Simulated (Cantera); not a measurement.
Charge: 1 mol Al, 0.94 mol H₂O, 1 mol H₂, at 140 Pa.

These are equilibrium values from Cantera (NASA tables, ideal gas, pure condensed phases), not measurements of a reactor. Candidate condensed phases: Al, Al₂O₃, H₂O; 19 gas species. Mutual solubility and eutectic melting of coexisting phases are not modelled. Kinetics and transport are ignored.

Task: Which condensed phases are stable at each of these points (T (K)): 925, 1125, 1325, 1525, 1725, 1925, 2125?

Result: 
```csv
T (K),condensed phases,Al condensed (%)
925,Al(s) + Al₂O₃(s),100.0
1125,Al(l) + Al₂O₃(s),100.0
1325,Al(l) + Al₂O₃(s),99.9
1525,Al(l) + Al₂O₃(s),92.7
1725,Al₂O₃(s),52.3
1925,Al₂O₃(s),53.4
2125,Al₂O₃(s),54.3
```

At 925 K the condensed part is Al(s) + Al₂O₃(s). From 1125 K to 1525 K the condensed part is Al(l) + Al₂O₃(s). From 1725 K to 2125 K the condensed part is Al₂O₃(s).
